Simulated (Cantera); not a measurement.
An isothermal, constant-pressure homogeneous reactor starts with 1.37 % C2H6, 98.6 % N2, at 1123 K and 540 Torr.

Detailed kinetics in Cantera: GRI-Mech 3.0 (53 species, 325 reactions). GRI-Mech 3.0 stops at C3 and has no aromatics, soot or wall deposition, so with more carbon than oxygen in the feed, carbon stays in small species such as C2H2 where larger ones or solid carbon would form.

One state of this run: x C2H6 = 0.000218; x CH4 = 0.00107; x CH3 = 2.64e-7; x C2H2 = 0.00284; x HCN = 2.04e-11; x C2H = 2.66e-12. x: mole fraction; the columns are a selection and need not sum to one.

Task: Which value of t (s) does it belong to?
A. 0.744
B. 0.0790
C. 0.167
D. 1.57

Result: A, 0.744
